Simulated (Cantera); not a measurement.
Input: 1 mol BCl3, 0.64 mol O2, 27 mol N2, equilibrated at 2150 °C and 0.0750 Torr.

Cantera equilibrium calculation (NASA polynomials, part measured and part estimated; ideal gas, pure solids and liquids). Candidate condensed phases: B, BN, B2O3; 25 gas species. The tables' values for BOCl are old estimates; treat these amounts as uncertain. Kinetics and transport are ignored.

Base state: N2 0.864, Cl 0.0959, BO 0.0311, O 0.00773, BO2 0.000723, NO 0.000360, BOCl 0.000101, O2 6.22e-5 (mole fractions); condensed: gas only.

### Question
What changes in the equilibrium state with this change: O2 from 0.64 to 0.53 mol?

### Answer
```csv
species,before,after
N2,0.864,0.870
Cl,0.0959,0.0965
BO,0.0311,0.0319
O,0.00773,0.00169
O2,6.22e-5,2.97e-6
NO,0.000360,7.90e-5
```

### Question
What changes in the equilibrium state with this change: N2 from 27 to 0.6 mol?

### Answer
| species | before | after |
|---|---|---|
| Cl | 0.0959 | 0.631 |
| BO | 0.0311 | 0.180 |
| N2 | 0.864 | 0.127 |
| BO2 | 0.000723 | 0.0182 |
| O | 0.00773 | 0.0336 |
| B2O3 | 3.01e-5 | 0.00440 |
| BOCl | 0.000101 | 0.00384 |
| B2O2 | 4.76e-6 | 0.000160 |
| O2 | 6.22e-5 | 0.00118 |
The tables' values for BOCl, BCl are old estimates; treat these amounts as uncertain.
